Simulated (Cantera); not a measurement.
An adiabatic, constant-pressure homogeneous reactor starts with H2 : O2 : N2 = 1 : 0.532 : 2 (molar parts), equivalence ratio 0.94, at 1050 K and 21.0 bar. Integrator tolerance rtol = 1e-08.

Computed with Cantera and the H2/O2 subset of GRI-Mech 3.0, which has no nitrogen chemistry. The hydrogen kinetics of GRI-Mech 3.0 are dated; newer H2 mechanisms differ, most at raised pressure. The pressure lies above the range GRI-Mech 3.0 was tuned for (to about 10 atm).

Problem. What does this change do: N2 2 to 3.4 parts?

Solution. 
| quantity | before | after |
|---|---|---|
| time of steepest temperature rise | 2.14 ms | 2.78 ms |
| temperature at 4.00 s | 2866 K | 2467 K |
| equilibrium temperature | 2866 K | 2467 K |
| x(H2) at 4.00 s | 0.0156 (gas-phase equilibrium 0.0156) | 0.00281 (gas-phase equilibrium 0.00281) |
| x(O2) at 4.00 s | 0.0139 (gas-phase equilibrium 0.0139) | 0.00756 (gas-phase equilibrium 0.00756) |
| x(H) at 4.00 s | 0.00282 (gas-phase equilibrium 0.00282) | 0.000253 (gas-phase equilibrium 0.000253) |
| x(O) at 4.00 s | 0.00181 (gas-phase equilibrium 0.00181) | 0.000235 (gas-phase equilibrium 0.000235) |
| x(H2O2) at 4.00 s | 2.28e-6 (gas-phase equilibrium 2.28e-6) | 5.76e-7 (gas-phase equilibrium 5.76e-7) |
| x(HO2) at 4.00 s | 1.59e-5 (gas-phase equilibrium 1.59e-5) | 3.44e-6 (gas-phase equilibrium 3.44e-6) |
